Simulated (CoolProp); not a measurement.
Saturation properties of R365MFC (Tc = 460.0 K, pc = 3266 kPa, ω = 0.377).

Computed with CoolProp (reference Helmholtz-energy equation of state, Lemmon 2016).

```tsv
T (K)	p (kPa)	liquid density (kg/m³)	vapour density (kg/m³)	enthalpy of vaporisation (kJ/kg)	liquid cp (kJ/(kg K))
262.1	10.33	1331	0.7079	211.0	1.312
266.5	13.10	1322	0.8848	209.1	1.319
271	16.55	1313	1.101	207.2	1.327
275.4	20.62	1304	1.353	205.3	1.335
279.9	25.59	1295	1.657	203.4	1.343
284.3	31.36	1286	2.004	201.5	1.351
288.8	38.32	1277	2.418	199.5	1.359
293.2	46.27	1267	2.886	197.5	1.367
297.7	55.74	1258	3.437	195.5	1.376
302.1	66.44	1249	4.054	193.5	1.385
306.6	79.01	1239	4.772	191.4	1.394
311	93.07	1229	5.570	189.3	1.403
315.5	109.4	1219	6.491	187.1	1.413
319.9	127.5	1209	7.504	185.0	1.422
324.4	148.4	1199	8.667	182.7	1.432
```

It boils at 313.3 K under 1 atm.
